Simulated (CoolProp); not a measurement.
Computed with CoolProp (reference Helmholtz-energy equation of state, Thol 2015).

**Question.** Give the vapour pressure (MPa), liquid cp (kJ/(kg K)), vapour Z of saturated octamethylcyclotetrasiloxane (D4) at 157.65, 224.15 °C.

**Answer.** 
```csv
T (°C),p (MPa),liquid cp (kJ/(kg K)),vapour Z
157.65,0.0624,1.95,0.946
224.15,0.300,2.13,0.830
```
